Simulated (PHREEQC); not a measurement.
Buffer: speciation

Make-up at 25 °C: 0.0054 mol/kgw NH4Cl and 0.0014 mol/kgw K2HPO4. Closed to the air; pH follows from the charge balance.

All values are PHREEQC results (ion-association model, phreeqc.dat), not measurements.

pH: 7.87
ionic strength: 0.00920 mol/kgw
specific conductance: 1050 µS/cm
total alkalinity: 1.40 meq/kg

```csv
species,molality,activity,log γ
Cl-,0.00540,0.00488,-0.044
NH4+,0.00520,0.00469,-0.045
K+,0.00280,0.00253,-0.044
HPO4-2,0.00120,0.000812,-0.169
H2PO4-,0.000196,0.000178,-0.042
NH3,0.000196,0.000196,0.001
KHPO4-,4.41e-6,4.00e-6,-0.042
OH-,8.21e-7,7.42e-7,-0.044
PO4-3,6.61e-8,2.69e-8,-0.391
H+,1.49e-8,1.36e-8,-0.038
```

Precipitation was switched off in this run.
